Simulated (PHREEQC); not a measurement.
Dissolve 160 mmol/kgw HF, 0.1 mmol/kgw NH4F and 80 mmol/kgw (NH4)2SiF6 at 25 °C. Closed to the air; pH follows from the charge balance.

The numbers come from PHREEQC with the ion-association model, phreeqc.dat.

```
quantity                   before    after
------------------------  -------  -------
pH                           1.89     1.84
ionic strength (mol/kgw)    0.257    0.258
HF (mol/kgw)                0.138    0.136
F- (mol/kgw)               0.0109   0.0126
HF2- (mol/kgw)            0.00570  0.00563
NH3 (mol/kgw)             4.34e-9  1.30e-9
```

Name the change that produced these shifts.
(A) HF left out
(B) diluted 100-fold with water
(C) (NH4)2SiF6 replaced by NH4Br at the same molality
(D) temperature from 25 to 10 °C
(E) NH4F left out

D, temperature from 25 to 10 °C

No solid was allowed to form. Constants without temperature data keep their 25 °C values here. SiF6-2 is the database's only silicon fluoride.
